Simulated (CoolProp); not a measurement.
Properties of chloromethane (R40) along the isotherm 170.65 °C.

Model: reference Helmholtz-energy equation of state, Thol 2014, in CoolProp.

| p (MPa) | phase | speed of sound (m/s) | Joule-Thomson coefficient (K/MPa) | isothermal compressibility (1/MPa) | expansivity (1/kK) |
|---|---|---|---|---|---|
| 6.93 | supercritical | 225.5 | 10.64 | 0.2663 | 10.04 |
| 13.9 | supercritical | 350.2 | ? | 0.03795 | 8.791 |
| 20.8 | supercritical | 491.0 | 0.7386 | 0.01310 | ? |
| 27.7 | supercritical | ? | 0.3405 | ? | 3.207 |
| 34.6 | supercritical | 660.5 | ? | 0.005667 | 2.630 |
| 41.6 | supercritical | 723.3 | ? | 0.004424 | ? |
| 48.5 | supercritical | 776.9 | -0.07904 | 0.003647 | 2.034 |
| 55.4 | supercritical | 824.4 | -0.1425 | 0.003109 | ? |
| 62.4 | supercritical | 867.9 | -0.1917 | 0.002708 | 1.718 |
| 69.3 | supercritical | 907.1 | -0.2301 | 0.002406 | 1.607 |

Problem. Complete the blanks.

Solution. 
- 13.9, Joule-Thomson coefficient (K/MPa): 1.969
- 20.8, expansivity (1/kK): 4.391
- 27.7, speed of sound (m/s): 586.2
- 27.7, isothermal compressibility (1/MPa): 0.007888
- 34.6, Joule-Thomson coefficient (K/MPa): 0.1358
- 41.6, Joule-Thomson coefficient (K/MPa): 0.007559
- 41.6, expansivity (1/kK): 2.274
- 55.4, expansivity (1/kK): 1.857
